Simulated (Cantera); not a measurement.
Charge: 1 mol TiO2, 0.33 mol CH4, 2.9 mol CO, at 10.0 mbar.

Equilibrium computed with Cantera from the NASA thermochemical tables; the gas is ideal and each condensed phase is pure. Candidate condensed phases: C, C6H6, C7H8, C8H18, H2O, Ti, TiC, TiO, TiO2, Ti2O3, Ti3O5, Ti4O7; 113 gas species. Mutual solubility and eutectic melting of coexisting phases are not modelled. Equilibrium is a limit: real reactors are often held back by kinetics, nucleation or transport. All values below are at 2050 K.

Base state: CO 0.826, H2 0.164, H 0.00918, CO2 0.000687, H2O 0.000649, TiO 5.03e-5, TiO2 1.26e-5 (mole fractions); condensed: Ti2O3(s) + Ti3O5(s).

What changes in the equilibrium state with this change: CH4 from 0.33 to 1.1 mol?


```csv
species,before,after
CO,0.826,0.638
H2,0.164,0.349
H,0.00918,0.0134
TiO,5.03e-5,0.000154
Ti,3.43e-7,3.64e-5
CO2,0.000687,1.53e-5
H2O,0.000649,3.98e-5
TiO2,1.26e-5,1.11e-6
"Ti2O3(s), mol",0.00537,0
"Ti3O5(s), mol",0.330,0
"TiC(s), mol",0,0.0501
"TiO(l), mol",0,0.949
```
TiC, TiO: taken at fixed stoichiometry. Condensed phases not in the tables: solid solutions among these carbides, nitrides and lower oxides.
